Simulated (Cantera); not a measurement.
What does this Cantera script print?

```python
import numpy as np
import cantera as ct

gas = ct.Solution("gri30.yaml")
gas.TPX = 723, 500000, {'H2': 1, 'O2': 0.806, 'N2': 3.03}
inlet = ct.Reservoir(gas, clone=True)
gas.equilibrate("HP")  # start burning
reactor = ct.IdealGasConstPressureReactor(gas, energy="on", clone=False)
exhaust = ct.Reservoir(gas, clone=True)
tau = [0.021, 0.011, 0.0054, 0.0027, 0.0014, 0.00069, 0.00035, 0.00018, 8.9e-05, 4.5e-05, 2.3e-05][0]
for a, b in ((inlet, reactor), (reactor, exhaust)):
    ct.MassFlowController(a, b, mdot=lambda t: reactor.mass / tau)
net = ct.ReactorNet([reactor])
show = ['H2', 'O2', 'NO', 'H', 'H2O2']

rows = []
print(f"{'tau/s':>10s}{'T/K':>9s}" + "".join(f"{s:>11s}" for s in show))
for tau in [0.021, 0.011, 0.0054, 0.0027, 0.0014, 0.00069, 0.00035, 0.00018, 8.9e-05, 4.5e-05, 2.3e-05]:
    net.initial_time = 0.0
    net.advance(30 * tau)
    before = gas.X
    net.advance(40 * tau)
    drift = np.max(np.abs(gas.X - before) / (gas.X + 1e-9))
    rows.append([gas.T, *gas[show].X, drift])
    print(f"{tau:10.3e}{gas.T:9.1f}" + "".join(f"{x:11.3e}" for x in gas[show].X))
```

Result:

```
     tau/s      T/K         H2         O2         NO          H       H2O2
 2.100e-02   2215.6  5.443e-04  6.887e-02  1.266e-03  6.938e-05  4.806e-07
 1.100e-02   2215.7  5.907e-04  6.911e-02  7.464e-04  7.680e-05  4.876e-07
 5.400e-03   2214.5  6.843e-04  6.923e-02  4.217e-04  9.239e-05  4.998e-07
 2.700e-03   2211.5  8.529e-04  6.925e-02  2.550e-04  1.232e-04  5.221e-07
 1.400e-03   2206.1  1.132e-03  6.920e-02  1.702e-04  1.813e-04  5.613e-07
 6.900e-04   2196.5  1.636e-03  6.909e-02  1.187e-04  3.073e-04  6.350e-07
 3.500e-04   2182.0  2.418e-03  6.897e-02  8.817e-05  5.476e-04  7.469e-07
 1.800e-04   2160.9  3.586e-03  6.889e-02  6.729e-05  9.940e-04  9.027e-07
 8.900e-05   2128.2  5.417e-03  6.894e-02  5.181e-05  1.872e-03  1.125e-06
 4.500e-05   2083.0  7.946e-03  6.925e-02  4.249e-05  3.385e-03  1.411e-06
 2.300e-05   2022.1  1.134e-02  7.004e-02  3.747e-05  5.840e-03  1.797e-06
```

Detailed kinetics in Cantera: GRI-Mech 3.0 (53 species, 325 reactions). The hydrogen kinetics of GRI-Mech 3.0 are dated; newer H2 mechanisms differ, most at raised pressure.
